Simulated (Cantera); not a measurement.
Premixed flame

A freely propagating, adiabatic, planar premixed flame of CH4 : H2 : O2 : N2 = 1 : 0.089 : 2.73 : 10.2 (molar parts), equivalence ratio 0.75, unburnt at 400 K and 0.890 bar; mixture-averaged transport, grid criteria slope 0.08 and curve 0.16, no radiation.

Computed with Cantera and GRI-Mech 3.0 (53 species, 325 reactions). Burning velocities carry a grid error of a few per cent, more on coarse grids.

```json
[
 {"z (mm)": "-1.57", "T (K)": "400", "u (m/s)": "0.458", "x CH4": "0.0713", "x H2": "0.00651", "x O2": "0.195", "x N2O": "<1e-8", "x C2H4": "<1e-8", "x CO": "2.33e-6"},
 {"z (mm)": "-1.05", "T (K)": "402", "u (m/s)": "0.460", "x CH4": "0.0712", "x H2": "0.00684", "x O2": "0.195", "x N2O": "<1e-8", "x C2H4": "9.84e-8", "x CO": "3.20e-5"},
 {"z (mm)": "-0.785", "T (K)": "411", "u (m/s)": "0.470", "x CH4": "0.0706", "x H2": "0.00725", "x O2": "0.194", "x N2O": "<1e-8", "x C2H4": "6.62e-7", "x CO": "0.000166"},
 {"z (mm)": "-0.524", "T (K)": "471", "u (m/s)": "0.541", "x CH4": "0.0672", "x H2": "0.00806", "x O2": "0.190", "x N2O": "<1e-8", "x C2H4": "8.09e-6", "x CO": "0.00133"},
 {"z (mm)": "-0.262", "T (K)": "835", "u (m/s)": "0.967", "x CH4": "0.0475", "x H2": "0.00936", "x O2": "0.161", "x N2O": "1.72e-8", "x C2H4": "9.20e-5", "x CO": "0.0102"},
 {"z (mm)": "-0.131", "T (K)": "1205", "u (m/s)": "1.40", "x CH4": "0.0263", "x H2": "0.00993", "x O2": "0.126", "x N2O": "4.53e-8", "x C2H4": "0.000182", "x CO": "0.0212"},
 {"z (mm)": "0", "T (K)": "1554", "u (m/s)": "1.81", "x CH4": "0.00611", "x H2": "0.00886", "x O2": "0.0870", "x N2O": "9.75e-8", "x C2H4": "0.000101", "x CO": "0.0306"},
 {"z (mm)": "0.131", "T (K)": "1698", "u (m/s)": "1.98", "x CH4": "0.000392", "x H2": "0.00585", "x O2": "0.0657", "x N2O": "1.67e-7", "x C2H4": "3.71e-6", "x CO": "0.0258"},
 {"z (mm)": "0.262", "T (K)": "1753", "u (m/s)": "2.03", "x CH4": "1.34e-5", "x H2": "0.00448", "x O2": "0.0588", "x N2O": "2.14e-7", "x C2H4": "3.83e-8", "x CO": "0.0180"},
 {"z (mm)": "0.524", "T (K)": "1820", "u (m/s)": "2.10", "x CH4": "2.82e-8", "x H2": "0.00374", "x O2": "0.0545", "x N2O": "2.53e-7", "x C2H4": "<1e-8", "x CO": "0.0103"},
 {"z (mm)": "1.05", "T (K)": "1891", "u (m/s)": "2.17", "x CH4": "<1e-8", "x H2": "0.00265", "x O2": "0.0519", "x N2O": "2.95e-7", "x C2H4": "<1e-8", "x CO": "0.00590"},
 {"z (mm)": "2.09", "T (K)": "1948", "u (m/s)": "2.23", "x CH4": "<1e-8", "x H2": "0.00143", "x O2": "0.0503", "x N2O": "3.45e-7", "x C2H4": "<1e-8", "x CO": "0.00326"},
 {"z (mm)": "4.19", "T (K)": "1982", "u (m/s)": "2.26", "x CH4": "<1e-8", "x H2": "0.000643", "x O2": "0.0495", "x N2O": "3.32e-7", "x C2H4": "<1e-8", "x CO": "0.00151"}
]
```
x: mole fraction of selected species; z is measured from the peak of heat release.

```yaml
laminar_burning_velocity: 45.7 cm/s
thermal_thickness: 0.524 mm
peak x(C2H4): 0.000190
peak x(CO): 0.0307
grid_points: 135
```
